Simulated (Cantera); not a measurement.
Input (Python, Cantera) and output of one run.

```python
import numpy as np
import cantera as ct

gas_names = """
    Cr CrN CrO CrO2 CrO3 H HNO HNO2 HNO3 HO2 H2 H2O H2O2 N NH NH2 NH3 NH2OH NO NO2 NO3 N2 N2H2 N2H4 N2O
    O OH O2 O3
""".split()
cond_names = """
    Cr(cr) Cr(L) CrN(s) Cr2N(s) Cr2O3(s) Cr2O3(L) H2O(s) H2O(L)
""".split()


def load(file, names, dense=False):
    # The tables refer to 1 bar. Condensed volumes are neglected.
    table = {s.name: s for s in ct.Species.list_from_file(file)}
    out = []
    for n in names:
        d = dict(table[n].input_data)
        d["thermo"] = dict(d["thermo"], **{"reference-pressure": 1e5})
        if dense:
            d["equation-of-state"] = {"model": "constant-volume", "density": "1e6 g/cm^3"}
        out.append(ct.Species.from_dict(d))
    return out


gas = ct.Solution(thermo="ideal-gas", species=load("nasa_gas.yaml", gas_names))
cond = {s.name: ct.Solution(thermo="fixed-stoichiometry", species=[s], name=s.name)
        for s in load("nasa_condensed.yaml", cond_names, dense=True)}
atoms = {
    'Cr': {'Cr': 1},
    'N2O': {'N': 2, 'O': 1},
    'H2': {'H': 2},
}
top_T = {'CrN(s)': 1900, 'Cr2N(s)': 1900}  # K; cautious upper limits of use, not melting points


def equilibrate(T, P, feed):
    n = {}
    for name, mol in feed.items():
        for a, k in atoms[name].items():
            n[a] = n.get(a, 0.0) + k * mol
    gas.TPX = T, P, n
    mass = sum(n.values()) * gas.mean_molecular_weight
    gas.equilibrate("TP")
    valid = [c for c in cond.values() if c.min_temp <= T <= top_T.get(c.name, c.max_temp)]
    mix = ct.Mixture([(gas, mass / gas.mean_molecular_weight)] + [(c, 0.0) for c in valid])
    mix.T, mix.P = T, P
    mix.equilibrate("TP", solver="vcs", rtol=1e-11, max_steps=5000)
    return mix


results = []
T = 1375  # K
P = 55  # Pa
for m in [7.2, 24, 41, 58, 74, 91, 110, 120, 140, 160]:
    feed = {'Cr': 1, 'N2O': 14, 'H2': m}  # mol
    mix = equilibrate(T, P, feed)
    results.append((T, P, feed, dict(zip(mix.species_names, mix.species_moles))))

top = {s: max(r[3][s] / sum(r[3][g] for g in gas_names) for r in results) for s in gas_names}
cols = sorted((s for s in top if top[s] > 0.0001), key=lambda s: -top[s])[:6]
seen = [c for c in cond_names if any(r[3].get(c, 0) > 1e-12 for r in results)]
print("log10 of partial pressures in bar; condensed amounts in mol")
print(f"{'n(H2)':>10s}" + "".join(f"{s[:9]:>10s}" for s in cols + seen))
for T, P, feed, n in results:
    ng = sum(n[g] for g in gas_names)
    print(f"{feed['H2']:10.4g}" + "".join(f"{np.log10(max(n[s] / ng * P / 1e5, 1e-99)):10.3f}" for s in cols)
          + "".join(f"{n.get(c, 0):10.4g}" for c in seen))
```

Output:

```
log10 of partial pressures in bar; condensed amounts in mol
     n(H2)        H2        N2       H2O        O2        NO        OH  Cr2O3(s)
       7.2    -8.187    -3.491    -3.780    -4.215    -6.664    -6.896       0.5
        24    -3.779    -3.693    -3.743   -12.956   -11.136    -9.063       0.5
        41    -3.545    -3.854    -3.903   -13.745   -11.611    -9.340       0.5
        58    -3.459    -3.971    -4.020   -14.151   -11.872    -9.501       0.5
        74    -3.415    -4.058    -4.107   -14.413   -12.047    -9.610       0.5
        91    -3.386    -4.135    -4.184   -14.625   -12.191    -9.701       0.5
       110    -3.364    -4.207    -4.256   -14.813   -12.321    -9.784       0.5
       120    -3.355    -4.241    -4.290   -14.898   -12.381    -9.822       0.5
       140    -3.342    -4.301    -4.350   -15.046   -12.485    -9.889       0.5
       160    -3.331    -4.354    -4.403   -15.173   -12.575    -9.948       0.5
```

Equilibrium computed with Cantera from the NASA thermochemical tables; the gas is ideal and each condensed phase is pure.
